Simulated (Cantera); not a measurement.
An adiabatic, constant-pressure homogeneous reactor starts with CO : H₂ : O₂ : N₂ : H₂O = 1 : 0.16 : 1.76 : 6.61 : 2.4 (molar parts), at 1675 K and 160000 Pa. Integrator tolerance rtol = 1e-08.

Computed with Cantera and GRI-Mech 3.0 (53 species, 325 reactions).

### Question
What does this change do: pressure from 160000 Pa to 500000 Pa?

### Answer
| quantity | before | after |
|---|---|---|
| time of steepest temperature rise | 26.0 µs | 7.46 µs |
| temperature at 0.700 s | 2273 K | 2289 K |
| equilibrium temperature | 2273 K | 2289 K |
| x(CO) at 0.700 s | 0.00213 (gas-phase equilibrium 0.00213) | 0.00135 (gas-phase equilibrium 0.00135) |
| x(H₂) at 0.700 s | 0.000993 (gas-phase equilibrium 0.000993) | 0.000619 (gas-phase equilibrium 0.000619) |
| x(O₂) at 0.700 s | 0.0984 (gas-phase equilibrium 0.0984) | 0.0984 (gas-phase equilibrium 0.0984) |
| x(HO₂) at 0.700 s | 7.08e-6 (gas-phase equilibrium 7.08e-6) | 9.90e-6 (gas-phase equilibrium 9.90e-6) |
| x(H₂O) at 0.700 s | 0.220 (gas-phase equilibrium 0.220) | 0.221 (gas-phase equilibrium 0.221) |
| x(NO₂) at 0.700 s | 8.70e-6 (gas-phase equilibrium 8.71e-6) | 1.56e-5 (gas-phase equilibrium 1.56e-5) |
| x(N₂O) at 0.700 s | 5.23e-7 (gas-phase equilibrium 5.23e-7) | 9.56e-7 (gas-phase equilibrium 9.56e-7) |
The hydrogen kinetics of GRI-Mech 3.0 are dated; newer H2 mechanisms differ, most at raised pressure.

### Question
What does this change do: pressure from 160000 Pa to 59000 Pa?

### Answer
```
quantity                                                              before                                    after
---------------------------------  -----------------------------------------  ---------------------------------------
time of steepest temperature rise                                    26.0 µs                                  75.0 µs
temperature at 0.700 s                                                2273 K                                   2255 K
equilibrium temperature                                               2273 K                                   2255 K
x(CO) at 0.700 s                     0.00213 (gas-phase equilibrium 0.00213)  0.00308 (gas-phase equilibrium 0.00308)
x(H₂) at 0.700 s                   0.000993 (gas-phase equilibrium 0.000993)  0.00146 (gas-phase equilibrium 0.00146)
x(O₂) at 0.700 s                       0.0984 (gas-phase equilibrium 0.0984)    0.0987 (gas-phase equilibrium 0.0986)
x(HO₂) at 0.700 s                    7.08e-6 (gas-phase equilibrium 7.08e-6)  5.20e-6 (gas-phase equilibrium 5.19e-6)
x(H₂O) at 0.700 s                        0.220 (gas-phase equilibrium 0.220)      0.218 (gas-phase equilibrium 0.218)
x(NO₂) at 0.700 s                    8.70e-6 (gas-phase equilibrium 8.71e-6)  5.14e-6 (gas-phase equilibrium 5.21e-6)
x(N₂O) at 0.700 s                    5.23e-7 (gas-phase equilibrium 5.23e-7)  3.05e-7 (gas-phase equilibrium 3.06e-7)
```

### Question
What does this change do: initial temperature 1675 to 1573 K?

### Answer
| quantity | before | after |
|---|---|---|
| time of steepest temperature rise | 26.0 µs | 31.8 µs |
| temperature at 0.700 s | 2273 K | 2198 K |
| equilibrium temperature | 2273 K | 2198 K |
| x(CO) at 0.700 s | 0.00213 (gas-phase equilibrium 0.00213) | 0.00130 (gas-phase equilibrium 0.00130) |
| x(H₂) at 0.700 s | 0.000993 (gas-phase equilibrium 0.000993) | 0.000632 (gas-phase equilibrium 0.000631) |
| x(O₂) at 0.700 s | 0.0984 (gas-phase equilibrium 0.0984) | 0.0993 (gas-phase equilibrium 0.0993) |
| x(HO₂) at 0.700 s | 7.08e-6 (gas-phase equilibrium 7.08e-6) | 5.61e-6 (gas-phase equilibrium 5.60e-6) |
| x(H₂O) at 0.700 s | 0.220 (gas-phase equilibrium 0.220) | 0.222 (gas-phase equilibrium 0.222) |
| x(NO₂) at 0.700 s | 8.70e-6 (gas-phase equilibrium 8.71e-6) | 8.05e-6 (gas-phase equilibrium 8.23e-6) |
| x(N₂O) at 0.700 s | 5.23e-7 (gas-phase equilibrium 5.23e-7) | 4.47e-7 (gas-phase equilibrium 4.47e-7) |
